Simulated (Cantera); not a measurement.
Input (Python, Cantera):

```python
import numpy as np
import cantera as ct

gas = ct.Solution("gri30.yaml")
gas.TPX = 2050, 101325, {'NO': 1, 'N2': 0.59}
inlet = ct.Reservoir(gas, clone=True)

reactor = ct.IdealGasConstPressureReactor(gas, energy="off", clone=False)
exhaust = ct.Reservoir(gas, clone=True)
tau = [0.86, 0.48, 0.27, 0.15, 0.084, 0.047, 0.026, 0.015, 0.0082, 0.0046, 0.0026][0]
for a, b in ((inlet, reactor), (reactor, exhaust)):
    ct.MassFlowController(a, b, mdot=lambda t: reactor.mass / tau)
net = ct.ReactorNet([reactor])
show = ['NO', 'NO2', 'O', 'N2O', 'N2']

rows = []
print(f"{'tau/s':>10s}{'T/K':>9s}" + "".join(f"{s:>11s}" for s in show))
for tau in [0.86, 0.48, 0.27, 0.15, 0.084, 0.047, 0.026, 0.015, 0.0082, 0.0046, 0.0026]:
    net.initial_time = 0.0
    net.advance(30 * tau)
    before = gas.X
    net.advance(40 * tau)
    drift = np.max(np.abs(gas.X - before) / (gas.X + 1e-9))
    rows.append([gas.T, *gas[show].X, drift])
    print(f"{tau:10.3e}{gas.T:9.1f}" + "".join(f"{x:11.3e}" for x in gas[show].X))
```

Output:

```
     tau/s      T/K         NO        NO2          O        N2O         N2
 8.600e-01   2050.0  2.177e-01  3.453e-04  4.462e-04  2.097e-05  5.764e-01
 4.800e-01   2050.0  2.938e-01  4.220e-04  4.060e-04  3.830e-05  5.384e-01
 2.700e-01   2050.0  3.747e-01  4.719e-04  3.582e-04  6.297e-05  4.979e-01
 1.500e-01   2050.0  4.525e-01  4.811e-04  3.052e-04  9.312e-05  4.591e-01
 8.400e-02   2050.0  5.149e-01  4.514e-04  2.544e-04  1.223e-04  4.278e-01
 4.700e-02   2050.0  5.597e-01  4.004e-04  2.105e-04  1.461e-04  4.055e-01
 2.600e-02   2050.0  5.889e-01  3.461e-04  1.755e-04  1.628e-04  3.908e-01
 1.500e-02   2050.0  6.054e-01  3.038e-04  1.520e-04  1.720e-04  3.826e-01
 8.200e-03   2050.0  6.159e-01  2.691e-04  1.342e-04  1.763e-04  3.774e-01
 4.600e-03   2050.0  6.216e-01  2.449e-04  1.223e-04  1.756e-04  3.745e-01
 2.600e-03   2050.0  6.247e-01  2.254e-04  1.131e-04  1.702e-04  3.730e-01
```

Cantera simulation using GRI-Mech 3.0 (53 species, 325 reactions); the numbers are that mechanism's predictions, not measurements.
